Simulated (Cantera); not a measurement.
An adiabatic, constant-volume homogeneous reactor starts with 6.32 % CH4, 1.26 % C2H6, 1.20 % C3H8, 19.2 % O2, 72.0 % N2, at 1200 K and 100000 Pa.

Cantera simulation using GRI-Mech 3.0 (53 species, 325 reactions); the numbers are that mechanism's predictions, not measurements. GRI-Mech 3.0 was tuned for natural gas; its chemistry of propane as a main component is partial and can be far from experiment.

One state of this run: T (K) = 2873; P (bar) = 2.61; x CH4 = <1e-12; x C2H6 = <1e-12; x C3H8 = <1e-12; x NO = 0.00702; x CH3 = <1e-12; x CH2CO = <1e-12; x OH = 0.0167. x: mole fraction; the columns are a selection and need not sum to one.

Which value of t (s) does it belong to?
(A) 1.26e-5
(B) 5.02e-6
(C) 3.17e-5
(D) 2.00

D, 2.00
